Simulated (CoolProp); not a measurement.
The numbers come from the reference Helmholtz-energy equation of state, Thol 2019 in CoolProp.

Q: Give the vapour pressure (MPa), liquid density (kg/m³), liquid cp (kJ/(kg K)) of saturated decamethylcyclopentasiloxane (D5) at 403.2, 427.2 K.

A: 
```json
[
 {"T (K)": "403.2", "p (MPa)": "0.00901", "liquid density (kg/m³)": "840", "liquid cp (kJ/(kg K))": "1.85"},
 {"T (K)": "427.2", "p (MPa)": "0.0211", "liquid density (kg/m³)": "813", "liquid cp (kJ/(kg K))": "1.89"}
]
```
